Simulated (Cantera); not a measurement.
## Thermodynamics of thermal oxidation and active oxidation of silicon, feed Si + N2O + N2

Feed: 1 mol Si, a varied amount of N2O, 12 mol N2, equilibrated at 1173.15 K and 101000 Pa.

These are equilibrium values from Cantera (NASA tables, ideal gas, pure condensed phases), not measurements of a reactor. Candidate condensed phases: Si, SiO2, Si2N2O, Si3N4; 16 gas species. Mutual solubility and eutectic melting of coexisting phases are not modelled. The tables hold silica as quartz up to 1696 K and as liquid above; real silica turns to tridymite and cristobalite and melts near 1996 K. Equilibrium is a limit: real reactors are often held back by kinetics, nucleation or transport.

From 0.019 mol N2O to 0.44 mol N2O the condensed part is Si2N2O(s) + Si3N4(s). From 0.65 mol N2O to 1.4 mol N2O the condensed part is SiO2(β-quartz) + Si2N2O(s). At 2.1 mol N2O the condensed part is SiO2(β-quartz).

```csv
n(N2O) (mol),x N2,x O2,x NO,x NO2,x N2O,n Si2N2O(s),n Si3N4(s),n SiO2(β-quartz)
0.019,1.00,<1e-12,<1e-12,<1e-12,<1e-12,0.0190,0.321,0
0.029,1.00,<1e-12,<1e-12,<1e-12,<1e-12,0.0290,0.314,0
0.042,1.00,<1e-12,<1e-12,<1e-12,<1e-12,0.0420,0.305,0
0.063,1.00,<1e-12,<1e-12,<1e-12,<1e-12,0.0630,0.291,0
0.092,1.00,<1e-12,<1e-12,<1e-12,<1e-12,0.0920,0.272,0
0.14,1.00,<1e-12,<1e-12,<1e-12,<1e-12,0.140,0.240,0
0.2,1.00,<1e-12,<1e-12,<1e-12,<1e-12,0.200,0.200,0
0.3,1.00,<1e-12,<1e-12,<1e-12,<1e-12,0.300,0.133,0
0.44,1.00,<1e-12,<1e-12,<1e-12,<1e-12,0.440,0.0400,0
0.65,1.00,<1e-12,<1e-12,<1e-12,<1e-12,0.450,0,0.100
0.96,1.00,<1e-12,<1e-12,<1e-12,<1e-12,0.347,0,0.307
1.4,1.00,<1e-12,<1e-12,<1e-12,<1e-12,0.200,0,0.600
2.1,0.996,0.00352,2.31e-5,5.82e-8,1.87e-9,0,0,1.00
```
x: gas mole fraction; n: condensed amount in mol.
